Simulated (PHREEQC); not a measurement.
Make-up at 20 °C: 0.0068 mol/kgw HF, 0.00076 mol/kgw (CH3)4NF and 0.001 mol/kgw H2SO4. Closed to the air; pH follows from the charge balance.

Model: ion-association model, phreeqc.dat, run in PHREEQC.

Task: The ionic strength comes out as 0.00443 mol/kgw. What activity coefficients do F-, HSO4-, SO4-2, H+, HF2- get?

Result: F- 0.93, HSO4- 0.93, SO4-2 0.76, H+ 0.94, HF2- 0.93.

No solid was allowed to form. (CH3)4N+ isn't in the database: it is added as a free cation with an ion size of 4 Å.
